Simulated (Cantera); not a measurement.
A Cantera script and what it prints.

```python
import numpy as np
import cantera as ct

gas_names = """
    H HNO HNO2 HNO3 HO2 H2 H2O H2O2 N NH NH2 NH3 NH2OH NO NO2 NO3 N2 N2H2 N2H4 N2O O OH O2 O3 Pb PbO Pb2
""".split()
cond_names = """
    H2O(s) H2O(L) Pb(cr) Pb(L) PbO(rd) PbO(yw) PbO(L) PbO2(s) Pb3O4(s)
""".split()


# ... load() reads the species with a 1 bar reference pressure and builds the phases ...
atoms = {
    'PbO': {'Pb': 1, 'O': 1},
    'H2': {'H': 2},
    'N2': {'N': 2},
}
top_T = {'Pb3O4(s)': 820}  # K; cautious upper limits of use, not melting points


# ... equilibrate(T, P, feed) seeds the gas with the atoms and calls Mixture.equilibrate('TP', solver="vcs", rtol=1e-11, max_steps=5000) ...
results = []
T = 998  # K
P = 1000  # Pa
for m in [35, 50, 71, 100, 150, 210, 300]:
    feed = {'PbO': 1, 'H2': m, 'N2': 1.2}  # mol
    mix = equilibrate(T, P, feed)
    results.append((T, P, feed, dict(zip(mix.species_names, mix.species_moles))))

top = {s: max(r[3][s] / sum(r[3][g] for g in gas_names) for r in results) for s in gas_names}
cols = sorted((s for s in top if top[s] > 1e-06), key=lambda s: -top[s])[:7]
seen = [c for c in cond_names if any(r[3].get(c, 0) > 1e-12 for r in results)]
print("log10 of partial pressures in bar; condensed amounts in mol")
print(f"{'n(H2)':>10s}" + "".join(f"{s[:9]:>10s}" for s in cols + seen))
for T, P, feed, n in results:
    ng = sum(n[g] for g in gas_names)
    print(f"{feed['H2']:10.4g}" + "".join(f"{np.log10(max(n[s] / ng * P / 1e5, 1e-99)):10.3f}" for s in cols)
          + "".join(f"{n.get(c, 0):10.4g}" for c in seen))
```

Output:

```
log10 of partial pressures in bar; condensed amounts in mol
     n(H2)        H2        N2       H2O        Pb     Pb(L)
        35    -2.028    -3.480    -3.559    -4.810    0.9438
        50    -2.020    -3.631    -3.710    -4.810    0.9206
        71    -2.014    -3.780    -3.859    -4.810     0.888
       100    -2.010    -3.927    -4.006    -4.810     0.843
       150    -2.007    -4.101    -4.180    -4.810    0.7654
       210    -2.005    -4.246    -4.325    -4.810    0.6723
       300    -2.004    -4.400    -4.480    -4.810    0.5327
```

Method: chemical equilibrium by Gibbs-energy minimisation in Cantera with the NASA 1993 tables (ideal gas, pure condensed phases).
